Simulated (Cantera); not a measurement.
A perfectly stirred reactor is fed with CH₃OH : O₂ : N₂ : H₂O = 1 : 1.15 : 6.46 : 0.18 (molar parts), at 0.250 bar; it is adiabatic with a 550 K inlet, and is followed from long to short residence time, starting on the burning branch (τ in s: 0.1, 0.044, 0.019, 0.0079, 0.0033, 0.0014, 0.0006, 0.00025, 0.00011, 4.5e-05).

Computed with Cantera and GRI-Mech 3.0 (53 species, 325 reactions). GRI-Mech 3.0 was tuned for natural gas; its chemistry of methanol as a main component is partial and can be far from experiment.

x: mole fraction; the columns are a selection and need not sum to one.

```
τ (s)    T (K)   x CH₃OH      x O₂   x H₂O     x CH₃      x H   x CH₄
-------  -----  --------  --------  ------  --------  -------  ------
0.10      1854   2.26e-6  0.000950   0.189   1.11e-6  0.00549     [?]
0.044     1831   4.05e-6   0.00149   0.188   2.18e-6  0.00719     [?]
0.019     1805   7.72e-6   0.00219   0.185   4.49e-6  0.00905     [?]
0.0079    1777   1.62e-5   0.00306   0.183   9.90e-6   0.0108     [?]
0.0033    1752   3.63e-5   0.00418   0.182   2.24e-5   0.0120     [?]
0.0014    1724   8.85e-5   0.00614   0.181   5.17e-5   0.0120     [?]
0.00060   1669  0.000274    0.0115   0.180  0.000126  0.00964     [?]
0.00025    550     0.114     0.131  0.0205    <1e-12   <1e-12  <1e-12
0.00011    550     0.114     0.131  0.0205    <1e-12   <1e-12  <1e-12
4.5e-5     550     0.114     0.131  0.0205    <1e-12   <1e-12  <1e-12
```

Problem. Some entries are withheld; supply them.

Solution. 
- 0.10, x CH₄: 4.18e-7
- 0.044, x CH₄: 7.08e-7
- 0.019, x CH₄: 1.34e-6
- 0.0079, x CH₄: 2.87e-6
- 0.0033, x CH₄: 6.67e-6
- 0.0014, x CH₄: 1.67e-5
- 0.00060, x CH₄: 5.24e-5
